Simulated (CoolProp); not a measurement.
Computed with CoolProp (reference Helmholtz-energy equation of state, Thol 2017).

**Question.** Give the vapour pressure (MPa), enthalpy of vaporisation (kJ/kg), liquid cp (kJ/(kg K)), vapour Z of saturated decamethyltetrasiloxane (MD2M) at 468.5, 483.1 K.

**Answer.** 
```csv
T (K),p (MPa),enthalpy of vaporisation (kJ/kg),liquid cp (kJ/(kg K)),vapour Z
468.5,0.104,129,2.12,0.925
483.1,0.145,124,2.15,0.903
```
